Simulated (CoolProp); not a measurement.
A closed Brayton cycle with carbon dioxide: compressor inlet 320.15 K and 7.8 MPa, high pressure 19.6 MPa, turbine inlet 630 K, compressor efficiency 0.8, turbine efficiency 0.9, recuperator effectiveness 0.9 (on enthalpy, no pinch check). Each further row changes one setting.

The numbers come from the reference Helmholtz-energy equation of state, Span 1996 in CoolProp.

```
case                           thermal efficiency (%)  net work (kJ/kg)  compressor to turbine work  compressor exit (K)  turbine exit (K)
-----------------------------  ----------------------  ----------------  --------------------------  -------------------  ----------------
as stated                                        22.7              39.8                        0.55                397.9             535.2
turbine inlet 580 K                              19.0              30.5                        0.61                397.9             488.8
compressor inlet 330.15 K                        20.3              33.3                        0.62                414.0             535.2
high pressure 16.7 MPa                           22.6              35.6                        0.52                383.9             551.5
recuperator effectiveness 0.5                    16.7              39.8                        0.55                397.9             535.2
```
